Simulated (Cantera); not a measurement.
Charge: 1 mol Si, 0.96 mol Cl2, 13 mol H2, equilibrated at 1.00 bar.

These are equilibrium values from Cantera (NASA tables, ideal gas, pure condensed phases), not measurements of a reactor. Candidate condensed phases: Si; 19 gas species. The tables' values for SiCl3 are old estimates; treat these amounts as uncertain. Rates play no part.

x: gas mole fraction; n: condensed amount in mol.

| T (K) | x H2 | x HCl | x SiCl4 | x SiHCl3 | x SiCl2 | n Si(s) |
|---|---|---|---|---|---|---|
| 723 | 0.958 | 0.000301 | 0.0205 | 0.0195 | 7.41e-8 | 0.447 |
| 773 | 0.958 | 0.000651 | 0.0206 | 0.0191 | 4.15e-7 | 0.449 |
| 823 | 0.958 | 0.00128 | 0.0207 | 0.0187 | 1.88e-6 | 0.452 |
| 873 | 0.957 | 0.00232 | 0.0207 | 0.0183 | 7.10e-6 | 0.456 |
| 923 | 0.956 | 0.00392 | 0.0205 | 0.0178 | 2.31e-5 | 0.462 |
| 973 | 0.954 | 0.00626 | 0.0202 | 0.0173 | 6.60e-5 | 0.471 |
| 1023 | 0.952 | 0.00951 | 0.0197 | 0.0167 | 0.000169 | 0.483 |
| 1073 | 0.949 | … | 0.0188 | 0.0158 | … | 0.497 |
| 1123 | 0.945 | … | 0.0176 | 0.0148 | … | 0.515 |
| 1173 | 0.940 | 0.0258 | 0.0160 | 0.0136 | 0.00161 | 0.534 |
| 1223 | 0.934 | 0.0334 | 0.0141 | 0.0121 | 0.00290 | 0.555 |
| 1273 | 0.927 | 0.0416 | 0.0117 | 0.0104 | 0.00483 | 0.574 |

### Question
What belongs in the gaps?

### Answer

- 1123, x HCl: 0.0192
- 1123, x SiCl2: 0.000827
- 1073, x HCl: 0.0138
- 1073, x SiCl2: 0.000391
